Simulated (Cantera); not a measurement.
## Si3N4 + N2 (sublimation and decomposition of ceramics)

A closed system holds: 1 mol Si3N4, 3.3 mol N2, equilibrated at 2.63 Torr.

Cantera equilibrium calculation (NASA polynomials, part measured and part estimated; ideal gas, pure solids and liquids). Candidate condensed phases: Si, Si3N4; 13 gas species. Ions and electrons are included (thermal ionisation). The tables' values for SiN are old estimates; treat these amounts as uncertain. Rates play no part.

| T (°C) | log p N2 | log p Si | log p N | log p e- | log p Si+ | n Si(l) |
|---|---|---|---|---|---|---|
| 1727 | -2.46 | -4.36 | -10.28 | -11.51 | -11.51 | 2.93 |
| 1977 | -2.54 | -3.23 | -8.92 | -9.74 | -9.74 | 1.84 |
| 2227 | -2.65 | -2.91 | -7.86 | -8.61 | -8.61 | 0 |
| 2477 | -2.65 | -2.90 | -6.94 | -7.81 | -7.81 | 0 |
| 2727 | -2.65 | -2.90 | -6.18 | -7.14 | -7.14 | 0 |
| 2977 | -2.65 | -2.90 | -5.54 | -6.57 | -6.57 | 0 |
| 3227 | -2.65 | -2.90 | -4.98 | -6.08 | -6.08 | 0 |
| 3477 | -2.66 | -2.90 | -4.50 | -5.65 | -5.65 | 0 |
| 3727 | -2.66 | -2.91 | -4.08 | -5.28 | -5.28 | 0 |
| 3977 | -2.68 | -2.92 | -3.72 | -4.95 | -4.95 | 0 |
| 4227 | -2.72 | -2.93 | -3.41 | -4.66 | -4.66 | 0 |
| 4477 | -2.79 | -2.97 | -3.14 | -4.41 | -4.41 | 0 |
| 4727 | -2.91 | -3.01 | -2.93 | -4.19 | -4.19 | 0 |
log p: log10 of the partial pressure in bar; n: condensed amount in mol.

From 1727 °C to 1977 °C the condensed part is Si(l). From 2227 °C to 4727 °C nothing is condensed. The main Si-bearing gas is Si throughout.
